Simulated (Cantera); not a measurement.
A closed system holds: 1 mol MgSO₄, 1.2 mol CO₂, 5.1 mol H₂O, 0.11 mol C, at 58.0 Pa.

Cantera equilibrium calculation (NASA polynomials, part measured and part estimated; ideal gas, pure solids and liquids). Candidate condensed phases: C, C₆H₆, C₇H₈, C₈H₁₈, H₂O, H₂SO₄, Mg, MgCO₃, MgO, Mg(OH)₂, MgS, MgSO₄, S; 130 gas species. Equilibrium is a limit: real reactors are often held back by kinetics, nucleation or transport.

Problem. Which condensed phases are stable at each of these points (T (°C)): 327, 377, 427, 477, 527, 577, 627, 677, 727, 777, 827, 877, 927, 977?

Solution. 
| T (°C) | condensed phases | Mg condensed (%) |
|---|---|---|
| 327 | MgO(s) + MgSO₄(s) | 100.0 |
| 377 | MgO(s) + MgSO₄(s) | 100.0 |
| 427 | MgO(s) + MgSO₄(s) | 100.0 |
| 477 | MgO(s) + MgSO₄(s) | 100.0 |
| 527 | MgO(s) + MgSO₄(s) | 100.0 |
| 577 | MgO(s) + MgSO₄(s) | 100.0 |
| 627 | MgO(s) + MgSO₄(s) | 100.0 |
| 677 | MgO(s) + MgSO₄(s) | 100.0 |
| 727 | MgO(s) | 100.0 |
| 777 | MgO(s) | 100.0 |
| 827 | MgO(s) | 100.0 |
| 877 | MgO(s) | 100.0 |
| 927 | MgO(s) | 100.0 |
| 977 | MgO(s) | 100.0 |

From 327 °C to 677 °C the condensed part is MgO(s) + MgSO₄(s). From 727 °C to 977 °C the condensed part is MgO(s).
